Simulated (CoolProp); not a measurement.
R142b along the isobar 5.3 MPa: density (kg/m³) from the reference equation and from simpler models built on Tc = 410.3 K, pc = 4.055 MPa, ω = 0.232; each cubic takes its own stable root.

Computed with CoolProp (reference Helmholtz-energy equation of state, Lemmon 2006). It is a short technical equation, of lower accuracy than the large ones.

```csv
T (K),phase,reference
379.3,liquid,891.0
387.5,liquid,856.4
395.8,liquid,816.4
404,liquid,768.9
412.3,supercritical,705.5
420.5,supercritical,603.2
428.8,supercritical,419.2
437,supercritical,314.4
445.3,supercritical,267.3
453.5,supercritical,239.6
461.8,supercritical,220.0
470,supercritical,205.2
```

### Question
How far does each simpler model (van der Waals, Redlich-Kwong) lie from the reference over these 12 states: mean and median of the absolute difference, and the worst?

### Answer
- van der Waals: mean 20.6 %, median 18.9 %, worst -36.2 % at 379.3 K and 5.3 MPa
- Redlich-Kwong: mean 10.2 %, median 9.6 %, worst -19.2 % at 412.3 K and 5.3 MPa
